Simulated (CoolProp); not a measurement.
Vapour-liquid equilibrium of R22 (1) + R134a (2) at 0.0355 bar; x and y are mole fractions of (1).

The numbers come from the multi-fluid Helmholtz-energy mixture model, Kamei 1995 and Tillner-Roth 1994; pair parameters Bell 2016 in CoolProp.

Give the bubble temperature and the first vapour's composition at x = 0.125, 0.575, 0.8. Is there an azeotrope?

x = 0.125: 189.4 K, y = 0.338; x = 0.575: 182.9 K, y = 0.803; x = 0.8: 181.0 K, y = 0.916. No azeotrope shows between x = 0.05 and 0.95.

The pair parameters rest on a limited set of measurements; away from them the model extrapolates.
